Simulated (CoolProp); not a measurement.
The fluid at 293.15 K and 10 MPa (liquid) is heated at constant pressure to 475.1 K. The same conditions are run with several fluids, on thermodynamics alone (safety and materials aside).

Model: reference Helmholtz-energy equation of state of each fluid (water: Wagner 2002; carbon dioxide: Span 1996; R407C: Lemmon 2003; n-butane: Bücker 2006; methanol: de Reuck 1993), in CoolProp. Blends and air are pseudo-pure fits.

Question: Rank water, carbon dioxide, R407C, n-butane, methanol by heat (kJ/kg), highest first.

Answer: water (771), methanol (605), n-butane (532), carbon dioxide (392), R407C (325)

```tsv
fluid	final phase	final density (kg/m³)
water	liquid	869
carbon dioxide	supercritical	121
R407C	supercritical	292
n-butane	supercritical	326
methanol	liquid	579
```
